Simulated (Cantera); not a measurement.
## Fluorocarbon and chlorocarbon gases: c-C4F8 + Si

Feed: 1 mol c-C4F8, a varied amount of Si, held at 725 K and 0.220 bar.

Cantera equilibrium calculation (NASA polynomials, part measured and part estimated; ideal gas, pure solids and liquids). Candidate condensed phases: C, Si, SiC; 23 gas species. The feed counts by its element totals alone. Condensed phases not in the tables: fluorocarbon polymer. Gases not in the tables: C2F6 and larger saturated fluorocarbons. The numbers say what is thermodynamically allowed, not how fast it happens.

From 0.16 mol Si to 1.9 mol Si the condensed part is C(graphite). The main Si-bearing gas is SiF4 throughout.

| n(Si) (mol) | x SiF4 | x CF4 | n C(graphite) |
|---|---|---|---|
| 0.16 | 0.0800 | 0.920 | 2.16 |
| 0.2 | 0.100 | 0.900 | 2.20 |
| 0.24 | 0.120 | 0.880 | 2.24 |
| 0.3 | 0.150 | 0.850 | 2.30 |
| 0.37 | 0.185 | 0.815 | 2.37 |
| 0.45 | 0.225 | 0.775 | 2.45 |
| 0.55 | 0.275 | 0.725 | 2.55 |
| 0.68 | 0.340 | 0.660 | 2.68 |
| 0.83 | 0.415 | 0.585 | 2.83 |
| 1 | 0.500 | 0.500 | 3.00 |
| 1.3 | 0.650 | 0.350 | 3.30 |
| 1.5 | 0.750 | 0.250 | 3.50 |
| 1.9 | 0.950 | 0.0500 | 3.90 |
x: gas mole fraction; n: condensed amount in mol.
